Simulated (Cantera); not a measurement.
A perfectly stirred reactor is fed with NO : N2 = 1 : 0.13 (molar parts), at 0.118 atm; it is held at 2198 K, and followed from long to short residence time.

Detailed kinetics in Cantera: GRI-Mech 3.0 (53 species, 325 reactions).

```csv
quantity,before,after
x(NO) at τ = 3.60 s,0.0916,0.0807
x(N2O) at τ = 3.60 s,2.55e-6,2.11e-6
x(O2) at τ = 3.60 s,0.393,0.321
x(NO2) at τ = 3.60 s,5.53e-5,4.40e-5
x(N2) at τ = 3.60 s,0.510,0.594
x(NO) at τ = 20.0 ms,0.848,0.703
x(N2O) at τ = 20.0 ms,0.000288,0.000204
x(O2) at τ = 20.0 ms,0.0169,0.0119
x(NO2) at τ = 20.0 ms,0.000128,9.29e-5
x(N2) at τ = 20.0 ms,0.133,0.283
```

Task: What was changed between the two runs?
(A) pressure from 0.118 atm to 0.454 atm
(B) pressure from 0.118 atm to 0.178 atm
(C) NO 1 to 0.35 parts
(D) temperature 2198 to 1500 K

Result: C, NO 1 to 0.35 parts
